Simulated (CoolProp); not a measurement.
Vapour-liquid equilibrium of R113 (1) + benzene (2) at 364.1 K; x and y are mole fractions of (1).

The numbers come from the multi-fluid Helmholtz-energy mixture model, Marx 1992 and Thol 2012; pair parameters Bell 2016 in CoolProp.

| x | bubble pressure (MPa) | y at the bubble point | dew pressure at overall composition x (MPa) | liquid density (mol/L) |
|---|---|---|---|---|
| 0.05 | 0.1613 | 0.168 | 0.1458 | 10.07 |
| 0.2 | 0.2103 | 0.441 | 0.1660 | 9.555 |
| 0.35 | 0.2456 | 0.587 | 0.1916 | 9.081 |
| 0.5 | 0.2741 | 0.693 | 0.2239 | 8.646 |
| 0.65 | 0.2991 | 0.785 | 0.2624 | 8.248 |
| 0.8 | 0.3221 | 0.875 | 0.3029 | 7.883 |
| 0.95 | 0.3439 | 0.968 | 0.3399 | 7.548 |

No azeotrope shows between x = 0.05 and 0.95.

Pair parameters are fitted to limited data, so mixtures are less certain than the pure fluids.
